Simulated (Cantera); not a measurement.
## Equilibrium for roasting and sulfation: FeS + H₂S + CO₂

Charge: 1 mol FeS, a varied amount of H₂S, 4.8 mol CO₂, at 1100 K and 0.170 bar.

Equilibrium computed with Cantera from the NASA thermochemical tables; the gas is ideal and each condensed phase is pure. Candidate condensed phases: C, C₆H₆, C₇H₈, C₈H₁₈, Fe, Fe(CO)₅, FeO, Fe(OH)₂, Fe(OH)₃, FeS, FeSO₄, FeS₂, Fe₂O₃, Fe₂(SO₄)₃, Fe₃O₄, H₂O, H₂SO₄, S; 127 gas species. FeS: taken at fixed stoichiometry. Gases not in the tables: S₃ to S₇. The numbers say what is thermodynamically allowed, not how fast it happens.

| n(H₂S) (mol) | log p CO₂ | log p H₂O | log p CO | log p H₂S | log p S₂ | log p COS | log p H₂ | n FeS(s) |
|---|---|---|---|---|---|---|---|---|
| 0.059 | -0.79 | -2.71 | -2.38 | -4.33 | -3.45 | -3.90 | -4.31 | 1.00 |
| 0.14 | -0.81 | -2.37 | -2.22 | -3.50 | -2.83 | -3.43 | -3.79 | 1.00 |
| 0.21 | -0.82 | -2.22 | -2.14 | -3.16 | -2.62 | -3.25 | -3.55 | 1.00 |
| 0.29 | -0.83 | -2.11 | -2.08 | -2.89 | -2.48 | -3.11 | -3.36 | 1.00 |
| 0.37 | -0.84 | -2.03 | -2.02 | -2.71 | -2.39 | -3.01 | -3.22 | 1.00 |
| 0.45 | -0.86 | -1.98 | -1.98 | -2.56 | -2.32 | -2.94 | -3.11 | 1.00 |
| 0.52 | -0.87 | -1.94 | -1.95 | -2.46 | -2.27 | -2.88 | -3.03 | 1.00 |
| 0.6 | -0.88 | -1.90 | -1.92 | -2.36 | -2.23 | -2.83 | -2.95 | 1.00 |
| 0.68 | -0.89 | -1.87 | -1.90 | -2.27 | -2.19 | -2.79 | -2.88 | 1.00 |
| 0.76 | -0.90 | -1.84 | -1.88 | -2.20 | -2.16 | -2.75 | -2.82 | 1.00 |
| 0.83 | -0.91 | -1.82 | -1.86 | -2.14 | -2.14 | -2.73 | -2.78 | 1.00 |
| 0.91 | -0.92 | -1.80 | -1.85 | -2.09 | -2.12 | -2.70 | -2.73 | 1.00 |
log p: log10 of the partial pressure in bar; n: condensed amount in mol.

From 0.059 mol H₂S to 0.91 mol H₂S the condensed part is FeS(s).
